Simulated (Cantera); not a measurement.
## Premixed flame

A freely propagating, adiabatic, planar premixed flame of CH₄ : O₂ : N₂ : H₂O = 1 : 1.82 : 6.84 : 0.036 (molar parts), unburnt at 325 K and 1.80 bar; mixture-averaged transport, grid criteria slope 0.08 and curve 0.16, no radiation.

Cantera simulation using GRI-Mech 3.0 (53 species, 325 reactions); the numbers are that mechanism's predictions, not measurements. Burning velocities carry a grid error of a few per cent, more on coarse grids.

```tsv
z (mm)	T (K)	u (m/s)	x CH₄	x O₂	x HO₂	x OH	x CH₃	x CO₂
-0.845	325	0.349	0.103	0.188	1.36e-8	<1e-8	<1e-8	9.59e-8
-0.563	327	0.352	0.103	0.187	2.51e-7	<1e-8	1.06e-8	2.88e-6
-0.422	336	0.362	0.102	0.186	1.69e-6	<1e-8	6.12e-8	2.69e-5
-0.282	425	0.462	0.0960	0.180	2.22e-5	1.63e-7	1.02e-6	0.000524
-0.141	938	1.04	0.0645	0.137	0.000149	1.44e-5	0.000162	0.00730
-0.0704	1392	1.55	0.0342	0.0922	0.000153	0.000162	0.00133	0.0176
0	1794	2.01	0.00727	0.0433	7.11e-5	0.00161	0.00189	0.0335
0.0704	1951	2.18	0.000387	0.0178	1.20e-5	0.00483	0.000206	0.0494
0.141	1999	2.22	1.03e-5	0.0104	5.67e-6	0.00614	6.60e-6	0.0595
0.282	2051	2.27	1.89e-8	0.00683	3.62e-6	0.00606	1.41e-8	0.0668
0.563	2108	2.33	<1e-8	0.00461	2.21e-6	0.00520	<1e-8	0.0700
1.13	2161	2.38	<1e-8	0.00271	1.14e-6	0.00399	<1e-8	0.0721
2.25	2197	2.41	<1e-8	0.00135	4.92e-7	0.00281	<1e-8	0.0737
```
x: mole fraction of selected species; z is measured from the peak of heat release.

```yaml
laminar_burning_velocity: 34.9 cm/s
thermal_thickness: 0.282 mm
peak x(HO₂): 0.000155
peak x(OH): 0.00626
peak x(CH₃): 0.00225
grid_points: 152
```
